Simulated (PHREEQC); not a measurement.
Consider water at 20 °C with 0.0063 mol/kgw NiSO4 and 0.0004 mol/kgw HCl. Closed to the air; pH follows from the charge balance.

All values are PHREEQC results (ion-association model, wateq4f.dat), not measurements.

| quantity | before | after |
|---|---|---|
| pH | 3.54 | 3.75 |
| Ni+2 (mol/kgw) | 0.00484 | 0.00454 |
| SO4-2 (mol/kgw) | 0.00476 | 0.00434 |
| NiSO4 (mol/kgw) | 0.00146 | 0.00176 |
| HSO4- (mol/kgw) | 7.98e-5 | 0.000199 |
| SI of Morenosite (NiSO4:7H2O) | -2.71 | -3.19 |

What was changed between the two runs?
(A) diluted 10-fold with water
(B) temperature from 20 to 80 °C
(C) diluted 2-fold with water
(D) temperature from 20 to 25 °C
(E) HCl from 0.0004 to 0.00044 mol/kgw

B, temperature from 20 to 80 °C

This is a speciation only: nothing precipitates in the calculation. Constants without temperature data keep their 25 °C values here.
